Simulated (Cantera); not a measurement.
An isothermal, constant-pressure homogeneous reactor starts with H2 : O2 : H2O = 0.015 : 1 : 0.0012 (molar parts), at 1325 K and 760 Pa.

Detailed kinetics in Cantera: the H2/O2 subset of GRI-Mech 3.0, which has no nitrogen chemistry. Radical loss at walls, strong at low pressure, is not modelled.

One state of this run: x H2 = 8.82e-5; x O2 = 0.971; x OH = 0.00164; x H2O2 = 1.22e-8; x O = 0.0119. x: mole fraction; the columns are a selection and need not sum to one.

Which value of t (s) does it belong to?
(A) 0.0464
(B) 0.00775
(C) 3.60e-5
(D) 10.0

A, 0.0464
